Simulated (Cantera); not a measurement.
Charge: 1 mol Ti, 0.29 mol CH₄, at 1398.15 K and 10.0 Torr.

Equilibrium computed with Cantera from the NASA thermochemical tables; the gas is ideal and each condensed phase is pure. Candidate condensed phases: C, C₆H₆, C₇H₈, C₈H₁₈, Ti, TiC; 77 gas species. Mutual solubility and eutectic melting of coexisting phases are not modelled. TiC: taken at fixed stoichiometry. Condensed phases not in the tables: N, O or C dissolved in the metal. Kinetics and transport are ignored.

Base state: H₂ 1.000, H 4.11e-5 (mole fractions); condensed: Ti(β) + TiC(s).

### Question
What changes in the equilibrium state with this change: temperature from 1398.15 K to 2073.15 K?

### Answer
```
species       before    after
-----------  -------  -------
H₂             1.000    0.976
H            4.11e-5   0.0225
Ti           5.50e-9  0.00188
Ti(β), mol     0.710        0
TiC(s), mol    0.290    0.290
Ti(l), mol         0    0.709
```
